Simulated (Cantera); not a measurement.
Input: 1 mol Si, 0.028 mol O₂, 320 mol N₂, held at 0.00280 bar.

These are equilibrium values from Cantera (NASA tables, ideal gas, pure condensed phases), not measurements of a reactor. Candidate condensed phases: Si, SiO₂, Si₂N₂O, Si₃N₄; 16 gas species. N₂ is the only nitrogen source here; it is nearly inert below about 1500 K, so the nitride shown seldom forms there in practice. Mutual solubility and eutectic melting of coexisting phases are not modelled. Rates play no part.

Problem. Which condensed phases are stable at each of these points (T (K)): 1425, 1450, 1475, 1500, 1525, 1550, 1575, 1600, 1625, 1650, 1675, 1700, 1725, 1750?

Solution. 
| T (K) | condensed phases | Si condensed (%) |
|---|---|---|
| 1425 | Si₂N₂O(s) + Si₃N₄(s) | 99.8 |
| 1450 | Si₂N₂O(s) + Si₃N₄(s) | 99.5 |
| 1475 | Si₂N₂O(s) + Si₃N₄(s) | 98.8 |
| 1500 | Si₂N₂O(s) + Si₃N₄(s) | 97.5 |
| 1525 | Si₂N₂O(s) + Si₃N₄(s) | 94.6 |
| 1550 | Si₃N₄(s) | 94.3 |
| 1575 | Si₃N₄(s) | 94.3 |
| 1600 | Si₃N₄(s) | 94.1 |
| 1625 | Si₃N₄(s) | 93.8 |
| 1650 | Si₃N₄(s) | 93.1 |
| 1675 | Si₃N₄(s) | 91.6 |
| 1700 | Si₃N₄(s) | 88.5 |
| 1725 | Si₃N₄(s) | 82.3 |
| 1750 | Si(l) | 74.9 |

From 1425 K to 1525 K the condensed part is Si₂N₂O(s) + Si₃N₄(s). From 1550 K to 1725 K the condensed part is Si₃N₄(s). At 1750 K the condensed part is Si(l).
